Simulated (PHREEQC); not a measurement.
Dissolve 0.015 mol/kgw NaH2PO4, 0.0024 mol/kgw K2HPO4 and 0.0036 mol/kgw H3AsO4 at 25 °C. Closed to the air; pH follows from the charge balance.

Equilibrium calculation in PHREEQC: ion-association model, wateq4f.dat.

```
quantity                    before    after
------------------------  --------  -------
pH                            3.50     2.47
ionic strength (mol/kgw)    0.0202   0.0236
H2PO4- (mol/kgw)            0.0167   0.0122
H2AsO4- (mol/kgw)          0.00341   0.0114
H3PO4 (mol/kgw)           0.000670  0.00521
H3AsO4 (mol/kgw)          0.000184  0.00658
```

**Question.** What was changed between the two runs?
(A) K2HPO4 from 0.0024 to 0.00048 mol/kgw
(B) H3AsO4 from 0.0036 to 0.018 mol/kgw
(C) NaH2PO4 replaced by Na2SeO3 at the same molality
(D) temperature from 25 to 50 °C

**Answer.** B, H3AsO4 from 0.0036 to 0.018 mol/kgw

This is a speciation only: nothing precipitates in the calculation. H3PO4, which wateq4f.dat lacks, is added to it with the constant of phreeqc.dat.
